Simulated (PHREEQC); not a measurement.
A solution holds 0.11 mol HCl, 0.0011 mol ZnSO4 and 5.3e-05 mol MnSO4 per kg of water, at 30 °C. Closed to the air; pH follows from the charge balance.

Model: ion-association model, wateq4f.dat, run in PHREEQC.

Precipitation was switched off in this run.

Problem. Order these Zn species by the share of Zn that they hold, largest first: Zn+2, ZnCl3-, ZnSO4, ZnCl2, ZnCl+.

Solution. Zn+2 (86 %), ZnCl+ (12 %), ZnCl2 (0.79 %), ZnSO4 (0.58 %), ZnCl3- (0.10 %)

Problem. Order these S species by the share of S that they hold, largest first: ZnSO4, HSO4-, SO4-2.

Solution. HSO4- (81 %), SO4-2 (18 %), ZnSO4 (0.56 %)

The pH is 1.05 and the ionic strength 0.112 mol/kgw. Complexes and solids missing from the database can't appear.
